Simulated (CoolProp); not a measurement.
Saturation properties of n-perfluoropentane.

Computed with CoolProp (reference Helmholtz-energy equation of state, Gao 2022).

| T (°C) | p (MPa) | liquid density (kg/m³) | vapour density (kg/m³) | enthalpy of vaporisation (kJ/kg) | liquid cp (kJ/(kg K)) |
|---|---|---|---|---|---|
| -43.35 | 0.002396 | 1811 | 0.3623 | 109.5 | 0.9158 |
| -36.15 | 0.003948 | 1791 | 0.5797 | 107.8 | 0.9291 |
| -28.95 | 0.006275 | 1770 | 0.8962 | 106.0 | 0.9427 |
| -21.85 | 0.009600 | 1749 | 1.336 | 104.3 | 0.9562 |
| -14.65 | 0.01435 | 1728 | 1.948 | 102.5 | 0.9701 |
| -7.55 | 0.02078 | 1707 | 2.757 | 100.7 | 0.9839 |
| -0.35 | 0.02952 | 1685 | 3.834 | 98.89 | 0.9979 |
| 6.75 | 0.04084 | 1663 | 5.203 | 97.01 | 1.012 |
| 13.95 | 0.05563 | 1641 | 6.963 | 95.05 | 1.026 |
| 21.15 | 0.07440 | 1617 | 9.167 | 93.03 | 1.040 |
| 28.25 | 0.09747 | 1594 | 11.85 | 90.96 | 1.054 |

It boils at 29.3 °C under 1 atm.
